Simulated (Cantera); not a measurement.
Adiabatic ignition

An adiabatic, constant-pressure homogeneous reactor starts with 9.30 % CH4, 2.33 % C2H6, 1.58 % C3H8, 18.2 % O2, 68.6 % N2, equivalence ratio 1.9, at 1050 K and 830000 Pa.

Model: GRI-Mech 3.0 (53 species, 325 reactions), integrated in Cantera. GRI-Mech 3.0 was tuned for natural gas; its chemistry of propane as a main component is partial and can be far from experiment.

```json
[
 {"t (s)": "1.00e-6", "T (K)": "1050", "x CH4": "0.0930", "x C2H6": "0.0233", "x C3H8": "0.0158", "x O": "<1e-12", "x C2H": "<1e-12", "x NO2": "<1e-12", "x CO": "<1e-12"},
 {"t (s)": "3.74e-6", "T (K)": "1050", "x CH4": "0.0930", "x C2H6": "0.0233", "x C3H8": "0.0158", "x O": "<1e-12", "x C2H": "<1e-12", "x NO2": "<1e-12", "x CO": "<1e-12"},
 {"t (s)": "1.40e-5", "T (K)": "1050", "x CH4": "0.0930", "x C2H6": "0.0233", "x C3H8": "0.0158", "x O": "<1e-12", "x C2H": "<1e-12", "x NO2": "<1e-12", "x CO": "<1e-12"},
 {"t (s)": "5.23e-5", "T (K)": "1050", "x CH4": "0.0930", "x C2H6": "0.0233", "x C3H8": "0.0158", "x O": "1.10e-12", "x C2H": "<1e-12", "x NO2": "<1e-12", "x CO": "<1e-12"},
 {"t (s)": "0.000196", "T (K)": "1050", "x CH4": "0.0930", "x C2H6": "0.0233", "x C3H8": "0.0158", "x O": "3.06e-12", "x C2H": "<1e-12", "x NO2": "<1e-12", "x CO": "4.22e-11"},
 {"t (s)": "0.000731", "T (K)": "1050", "x CH4": "0.0930", "x C2H6": "0.0233", "x C3H8": "0.0158", "x O": "2.38e-11", "x C2H": "<1e-12", "x NO2": "<1e-12", "x CO": "5.02e-9"},
 {"t (s)": "0.00273", "T (K)": "1052", "x CH4": "0.0929", "x C2H6": "0.0229", "x C3H8": "0.0156", "x O": "1.10e-9", "x C2H": "<1e-12", "x NO2": "<1e-12", "x CO": "1.69e-5"},
 {"t (s)": "0.0102", "T (K)": "2248", "x CH4": "2.19e-9", "x C2H6": "<1e-12", "x C3H8": "<1e-12", "x O": "6.13e-7", "x C2H": "<1e-12", "x NO2": "1.77e-10", "x CO": "0.135"},
 {"t (s)": "0.0382", "T (K)": "2248", "x CH4": "2.07e-9", "x C2H6": "<1e-12", "x C3H8": "<1e-12", "x O": "6.15e-7", "x C2H": "<1e-12", "x NO2": "6.21e-11", "x CO": "0.135"},
 {"t (s)": "0.143", "T (K)": "2248", "x CH4": "2.06e-9", "x C2H6": "<1e-12", "x C3H8": "<1e-12", "x O": "6.16e-7", "x C2H": "<1e-12", "x NO2": "4.60e-11", "x CO": "0.135"},
 {"t (s)": "0.535", "T (K)": "2248", "x CH4": "2.06e-9", "x C2H6": "<1e-12", "x C3H8": "<1e-12", "x O": "6.16e-7", "x C2H": "<1e-12", "x NO2": "4.59e-11", "x CO": "0.135"},
 {"t (s)": "2.00", "T (K)": "2248", "x CH4": "2.06e-9", "x C2H6": "<1e-12", "x C3H8": "<1e-12", "x O": "6.16e-7", "x C2H": "<1e-12", "x NO2": "4.59e-11", "x CO": "0.135"}
]
```
x: mole fraction; the columns are a selection and need not sum to one.

```yaml
time_of_steepest_temperature_rise: 5.48 ms
temperature at 2.00 s: 2248 K
equilibrium_temperature: 2248 K
x(CH4) at 2.00 s: 2.06e-9 (gas-phase equilibrium 2.32e-9)
x(C2H6) at 2.00 s: <1e-12 (gas-phase equilibrium <1e-12)
x(C3H8) at 2.00 s: <1e-12 (gas-phase equilibrium <1e-12)
```
